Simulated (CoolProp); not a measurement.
Aqueous ethylene glycol as a coolant, 15 % by mass, freezing at -5.4 °C, 1 atm.

Model: Melinder's fits for secondary coolants, in CoolProp.

| T (°C) | cp (kJ/(kg K)) | viscosity (mPa s) | Prandtl number | density (kg/m³) |
|---|---|---|---|---|
| -0.6 | 3.951 | … | … | 1021 |
| 7.3 | 3.959 | … | 16.4 | … |
| 15.2 | 3.968 | … | 12.6 | 1019 |
| 23 | 3.978 | 1.34 | 10.00 | 1016 |
| 30.9 | … | 1.10 | … | 1014 |

Task: Complete the blanks.

Result: 
- -0.6, viscosity (mPa s): 2.79
- -0.6, Prandtl number: 21.9
- 7.3, viscosity (mPa s): 2.13
- 7.3, density (kg/m³): 1020
- 15.2, viscosity (mPa s): 1.67
- 30.9, cp (kJ/(kg K)): 3.988
- 30.9, Prandtl number: 8.09
